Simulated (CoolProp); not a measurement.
Ethanol along the isotherm 541.4 K: fugacity coefficient from the reference equation and from simpler models built on Tc = 514.7 K, pc = 6.268 MPa, ω = 0.644; each cubic takes its own stable root.

Model: reference Helmholtz-energy equation of state, Schroeder 2014, in CoolProp.

```tsv
p (MPa)	phase	reference
0.348	gas	0.9871
0.696	gas	0.9743
1.04	gas	0.9616
1.39	gas	0.9487
1.74	gas	0.9358
2.09	gas	0.9230
2.44	gas	0.9101
2.79	gas	0.8973
3.13	gas	0.8848
```

**Question.** How far does each simpler model (van der Waals, Redlich-Kwong, Soave-Redlich-Kwong, Peng-Robinson) lie from the reference over these 9 states: mean and median of the absolute difference, and the worst?

**Answer.** 
- van der Waals: mean 0.9 %, median 0.9 %, worst -1.7 % at 541.4 K and 3.13 MPa
- Redlich-Kwong: mean 1.7 %, median 1.7 %, worst -3.1 % at 541.4 K and 3.13 MPa
- Soave-Redlich-Kwong: mean 1.2 %, median 1.2 %, worst -2.1 % at 541.4 K and 3.13 MPa
- Peng-Robinson: mean 2.2 %, median 2.2 %, worst -3.8 % at 541.4 K and 3.13 MPa
